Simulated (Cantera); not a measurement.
A closed system holds: 1 mol CaO, 12 mol HF, 12 mol H₂, held at 26.0 mbar.

Equilibrium computed with Cantera from the NASA thermochemical tables; the gas is ideal and each condensed phase is pure. Candidate condensed phases: Ca, CaF₂, CaO, Ca(OH)₂, H₂O; 29 gas species. Rates play no part.

Q: Which condensed phases are stable at each of these points (T (°C)): 427, 527, 627, 727, 827, 927, 1027, 1127, 1227, 1327, 1427?

A: 
```tsv
T (°C)	condensed phases	Ca condensed (%)
427	CaF₂(s)	100.0
527	CaF₂(s)	100.0
627	CaF₂(s)	100.0
727	CaF₂(s)	100.0
827	CaF₂(s)	100.0
927	CaF₂(s)	100.0
1027	CaF₂(s)	100.0
1127	CaF₂(s)	100.0
1227	CaF₂(s)	99.8
1327	CaF₂(s)	98.6
1427	CaF₂(l)	92.3
```

From 427 °C to 1327 °C the condensed part is CaF₂(s). At 1427 °C the condensed part is CaF₂(l).
